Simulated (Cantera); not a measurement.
**Premixed flame**

A freely propagating, adiabatic, planar premixed flame of 26.8 % H2, 15.4 % O2, 57.8 % N2, unburnt at 300 K and 1280 Torr; mixture-averaged transport, grid criteria slope 0.08 and curve 0.16, no radiation.

Detailed kinetics in Cantera: the H2/O2 subset of GRI-Mech 3.0, which has no nitrogen chemistry. Burning velocities carry a grid error of a few per cent, more on coarse grids.

```tsv
z (mm)	T (K)	u (m/s)	x H2	x O2	x H2O	x H2O2	x H	x OH
-0.529	300	1.82	0.268	0.154	<1e-8	<1e-8	<1e-8	<1e-8
-0.353	300	1.82	0.268	0.154	5.85e-8	<1e-8	<1e-8	<1e-8
-0.265	300	1.82	0.267	0.154	5.14e-7	<1e-8	<1e-8	<1e-8
-0.176	301	1.82	0.265	0.155	1.61e-5	1.65e-7	<1e-8	1.02e-8
-0.0882	349	2.05	0.242	0.159	0.00218	2.75e-5	4.81e-7	9.35e-6
-0.0441	670	3.78	0.191	0.152	0.0329	0.000130	0.00126	0.000880
0	1128	6.20	0.122	0.121	0.107	3.50e-5	0.0108	0.00211
0.0441	1447	7.88	0.0636	0.0770	0.185	6.42e-6	0.0212	0.00589
0.0882	1628	8.84	0.0360	0.0518	0.226	3.36e-6	0.0231	0.00970
0.176	1809	9.76	0.0239	0.0386	0.250	1.66e-6	0.0173	0.0128
0.353	1968	10.5	0.0185	0.0337	0.264	8.82e-7	0.00981	0.0133
0.706	2093	11.1	0.0127	0.0303	0.277	5.50e-7	0.00462	0.0119
1.41	2178	11.5	0.00742	0.0280	0.287	3.75e-7	0.00181	0.00950
```
x: mole fraction of selected species; z is measured from the peak of heat release.

The laminar burning velocity is 182 cm/s and the thermal thickness is 0.176 mm. The peak x(H2O2) is 0.000131 and the peak x(H) is 0.0233. The peak x(OH) comes out as 0.0134. The grid points comes out as 114.
